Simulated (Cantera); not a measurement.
Charge: 1 mol Hg, 0.2 mol O2, 3.5 mol H2, held at 495 Torr.

Method: chemical equilibrium by Gibbs-energy minimisation in Cantera with the NASA 1993 tables (ideal gas, pure condensed phases). Candidate condensed phases: H2O, Hg, HgO; 10 gas species. The numbers say what is thermodynamically allowed, not how fast it happens.

At 527 °C, list the 3 most abundant gas species with their mole fractions, and the condensed phases.

H2 0.689, Hg 0.222, H2O 0.0889. Condensed: gas only.
